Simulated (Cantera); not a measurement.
A perfectly stirred reactor is fed with H₂ : O₂ = 0.011 : 1 (molar parts), at 0.0270 bar; it is held at 1325 K, and followed from long to short residence time.

Computed with Cantera and GRI-Mech 3.0 (53 species, 325 reactions). Radical loss at walls, strong at low pressure, is not modelled.

Q: What does this change do: H2 0.011 to 0.1 parts?

A: 
```tsv
quantity	before	after
x(H₂) at τ = 8.50 s	6.71e-6	3.92e-5
x(O₂) at τ = 8.50 s	0.989	0.904
x(H₂O₂) at τ = 8.50 s	7.91e-9	4.86e-8
x(H) at τ = 8.50 s	3.07e-6	1.38e-5
x(OH) at τ = 8.50 s	0.000247	0.000814
x(H₂) at τ = 54.0 ms	0.000128	0.000911
x(O₂) at τ = 54.0 ms	0.983	0.891
x(H₂O₂) at τ = 54.0 ms	2.93e-8	2.07e-7
x(H) at τ = 54.0 ms	0.000201	0.00187
x(OH) at τ = 54.0 ms	0.00103	0.00417
```
The temperature is held fixed by assumption; the heat of reaction is taken as removed at once.

Q: What does this change do: H2 0.011 to 0.044 parts?

A: 
| quantity | before | after |
|---|---|---|
| x(H₂) at τ = 8.50 s | 6.71e-6 | 1.98e-5 |
| x(O₂) at τ = 8.50 s | 0.989 | 0.956 |
| x(H₂O₂) at τ = 8.50 s | 7.91e-9 | 2.53e-8 |
| x(H) at τ = 8.50 s | 3.07e-6 | 8.82e-6 |
| x(OH) at τ = 8.50 s | 0.000247 | 0.000549 |
| x(H₂) at τ = 54.0 ms | 0.000128 | 0.000411 |
| x(O₂) at τ = 54.0 ms | 0.983 | 0.945 |
| x(H₂O₂) at τ = 54.0 ms | 2.93e-8 | 9.95e-8 |
| x(H) at τ = 54.0 ms | 0.000201 | 0.000993 |
| x(OH) at τ = 54.0 ms | 0.00103 | 0.00266 |
The temperature is held fixed by assumption; the heat of reaction is taken as removed at once.
